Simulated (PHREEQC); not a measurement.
A solution holds 0.0091 mol NaHCO3, 0.0039 mol KOH and 8.7e-05 mol LiCl per kg of water, at 25 °C. Closed to the air; pH follows from the charge balance.

The numbers come from PHREEQC with the ion-association model, phreeqc.dat.

```json
[
 {"quantity": "pH", "before": "9.98", "after": "8.23"},
 {"quantity": "ionic strength (mol/kgw)", "before": "0.0162", "after": "0.00923"},
 {"quantity": "HCO3- (mol/kgw)", "before": "0.00529", "after": "0.00885"},
 {"quantity": "CO3-2 (mol/kgw)", "before": "0.00345", "after": "9.39e-5"},
 {"quantity": "NaCO3- (mol/kgw)", "before": "0.000345", "after": "1.08e-5"},
 {"quantity": "NaHCO3 (mol/kgw)", "before": "2.02e-5", "after": "3.70e-5"}
]
```

What was changed between the two runs?
A) 0.0029 mol/kgw NH4Br added
B) KOH left out
C) LiCl left out
D) temperature from 25 to 65 °C
E) temperature from 25 to 35 °C

B, KOH left out

Precipitation was switched off in this run.
